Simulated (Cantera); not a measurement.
A closed system holds: 1 mol (CH₃)₂SiCl₂, 3.8 mol H₂, equilibrated at 42.8 Torr.

These are equilibrium values from Cantera (NASA tables, ideal gas, pure condensed phases), not measurements of a reactor. Candidate condensed phases: C, C₆H₆, C₇H₈, C₈H₁₈, Si, SiC; 109 gas species. The feed counts by its element totals alone. The tables' values for SiCl, SiCl₃ are old estimates; treat these amounts as uncertain. Gases not in the tables: Si₂H₆ and higher silanes. Equilibrium is a limit: real reactors are often held back by kinetics, nucleation or transport. All values below are at 2248 K.

Base state: H₂ 0.732, HCl 0.216, H 0.0263, SiCl₂ 0.0145, Cl 0.00562, C₂H₂ (acetylene) 0.00243, Si 0.00126, SiCl 0.000780 (mole fractions); condensed: C(graphite) + SiC(s).

Question: What changes in the equilibrium state with this change: (CH₃)₂SiCl₂ replaced by CH₃SiH₃?

Answer: 
| species | before | after |
|---|---|---|
| H₂ | 0.732 | 0.966 |
| H | 0.0263 | 0.0302 |
| Si | 0.00126 | 0.00207 |
| HCl | 0.216 | 0 |
| SiCl₂ | 0.0145 | 0 |
| Cl | 0.00562 | 0 |
| SiCl | 0.000780 | 0 |
| SiCl₃ | 9.30e-5 | 0 |
| SiH₂ | 3.37e-5 | 7.28e-5 |
| C(graphite), mol | 1.09 | 0 |
| SiC(s), mol | 0.864 | 0.981 |

Question: What changes in the equilibrium state with this change: H₂ from 3.8 to 7.9 mol?

Answer: 
| species | before | after |
|---|---|---|
| H₂ | 0.732 | 0.809 |
| HCl | 0.216 | 0.148 |
| H | 0.0263 | 0.0277 |
| SiCl₂ | 0.0145 | 0.00621 |
| SiCl₃ | 9.30e-5 | 2.60e-5 |
| SiCl | 0.000780 | 0.000510 |
| Cl | 0.00562 | 0.00368 |
| C(graphite), mol | 1.09 | 1.03 |
| SiC(s), mol | 0.864 | 0.897 |
